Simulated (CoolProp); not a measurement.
Properties of decamethyltetrasiloxane (MD2M) along the isobar 3100 kPa.

Computed with CoolProp (reference Helmholtz-energy equation of state, Thol 2017).

| T (°C) | phase | Joule-Thomson coefficient (K/MPa) | isothermal compressibility (1/MPa) |
|---|---|---|---|
| 164.95 | liquid | -0.2457 | 0.005069 |
| 174.95 | liquid | -0.2224 | 0.005612 |
| 184.85 | liquid | -0.1972 | 0.006226 |
| 194.75 | liquid | -0.1694 | 0.006930 |
| 204.75 | liquid | -0.1384 | (withheld) |
| 214.65 | liquid | -0.1044 | (withheld) |
| 224.55 | liquid | -0.06658 | 0.009784 |
| 234.55 | liquid | -0.02381 | 0.01107 |
| 244.45 | liquid | 0.02380 | 0.01257 |
| 254.35 | liquid | 0.07765 | 0.01433 |
| 264.35 | liquid | 0.1397 | 0.01646 |
| 274.25 | liquid | (withheld) | 0.01897 |
| 284.15 | liquid | 0.2935 | 0.02203 |

Question: Some entries are withheld; supply them.

Answer: 
- 204.75, isothermal compressibility (1/MPa): 0.007751
- 214.65, isothermal compressibility (1/MPa): 0.008691
- 274.25, Joule-Thomson coefficient (K/MPa): 0.2107
